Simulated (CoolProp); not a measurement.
Ethanol at 404.52 K and 0.0434 MPa is compressed adiabatically to 0.162 MPa with isentropic efficiency 0.9. Each further row changes one setting.

Computed with CoolProp (reference Helmholtz-energy equation of state, Schroeder 2014).

```
case             work (kJ/kg)  final temperature (K)  final density (kg/m³)
---------------  ------------  ---------------------  ---------------------
as stated                 113                    ___                    ___
efficiency 1              ___                  460.6                    ___
efficiency 0.65           157                  487.4                   1.86
```

**Question.** What belongs in the gaps?

**Answer.** 
- as stated, final temperature (K): 466.2
- as stated, final density (kg/m³): 1.95
- efficiency 1, work (kJ/kg): 102
- efficiency 1, final density (kg/m³): 1.98
